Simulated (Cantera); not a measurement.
An adiabatic, constant-pressure homogeneous reactor starts with 8.79 % CH₄, 0.633 % H₂, 19.1 % O₂, 71.5 % N₂, equivalence ratio 0.94, at 1025 K and 4.93 atm.

Computed with Cantera and GRI-Mech 3.0 (53 species, 325 reactions).

x: mole fraction; the columns are a selection and need not sum to one.

```
t (s)     T (K)   x CH₄     x H₂    x O₂       x O      x OH    x CH₂O    x C₂H₂
--------  -----  ------  -------  ------  --------  --------  --------  --------
3.00e-6    1025  0.0879  0.00633   0.191    <1e-12    <1e-12    <1e-12    <1e-12
6.31e-6    1025  0.0879  0.00633   0.191    <1e-12    <1e-12  2.19e-12    <1e-12
1.33e-5    1025  0.0879  0.00633   0.191    <1e-12    <1e-12  9.78e-12    <1e-12
2.79e-5    1025  0.0879  0.00633   0.191  1.15e-12  1.09e-12  4.30e-11    <1e-12
5.88e-5    1025  0.0879  0.00633   0.191  1.94e-12  1.97e-12  1.89e-10    <1e-12
0.000124   1025  0.0879  0.00633   0.191  3.52e-12  3.79e-12  8.21e-10    <1e-12
0.000260   1025  0.0879  0.00633   0.191  6.61e-12  7.56e-12   3.54e-9    <1e-12
0.000548   1025  0.0879  0.00633   0.191  1.28e-11  1.62e-11   1.54e-8    <1e-12
0.00115    1025  0.0879  0.00633   0.191  2.94e-11  4.43e-11   7.48e-8    <1e-12
0.00242    1025  0.0879  0.00632   0.191  1.18e-10  2.29e-10   6.08e-7    <1e-12
0.00510    1025  0.0878  0.00631   0.191   1.12e-9   3.18e-9   1.71e-5    <1e-12
0.0107     1027  0.0876  0.00626   0.190         ?         ?         ?  4.32e-11
0.0226     1047  0.0851  0.00619   0.188   1.53e-8   7.80e-8   0.00135   1.21e-8
0.0475     2604  <1e-12  0.00578  0.0162   0.00136   0.00908  1.82e-10    <1e-12
0.100      2604  <1e-12  0.00578  0.0162   0.00136   0.00908  1.82e-10    <1e-12
```

Q: Complete the blanks.

A: 
- 0.0107, x O: 2.74e-9
- 0.0107, x OH: 9.53e-9
- 0.0107, x CH₂O: 0.000193
